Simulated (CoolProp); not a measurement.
Model: reference Helmholtz-energy equation of state, Lemmon 2005, in CoolProp.

Task: For R125, give the phase and the Joule-Thomson coefficient (K/MPa), expansivity (1/kK), viscosity (µPa s), fugacity coefficient at 231.9 K and 10.9 bar; 231.9 K and 18.1 bar.

Result: 
- 231.9 K and 10.9 bar: liquid; Joule-Thomson coefficient -0.256, expansivity 2.46, viscosity 375, fugacity coefficient 0.127
- 231.9 K and 18.1 bar: liquid; Joule-Thomson coefficient -0.260, expansivity 2.43, viscosity 379, fugacity coefficient 0.0788

Viscosity comes from a separate model (Huber 2006).
